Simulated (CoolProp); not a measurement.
Model: reference Helmholtz-energy equation of state, Lemmon 2006, in CoolProp. It is a short technical equation, of lower accuracy than the large ones.

Problem. Give the vapour pressure (MPa), liquid cp (kJ/(kg K)), surface tension (mN/m), vapour viscosity (µPa s) of saturated C2F6 (R116) at 203.6, 241.6, 247.1 K.

Solution. 
```csv
T (K),p (MPa),liquid cp (kJ/(kg K)),surface tension (mN/m),vapour viscosity (µPa s)
203.6,0.157,0.964,9.89,9.50
241.6,0.725,1.11,5.02,11.3
247.1,0.867,1.14,4.37,11.6
```

Viscosity comes from a separate model (Huber 2003), an estimate that may be off by 10 % or more. Surface tension comes from a separate correlation (Mulero 2012).
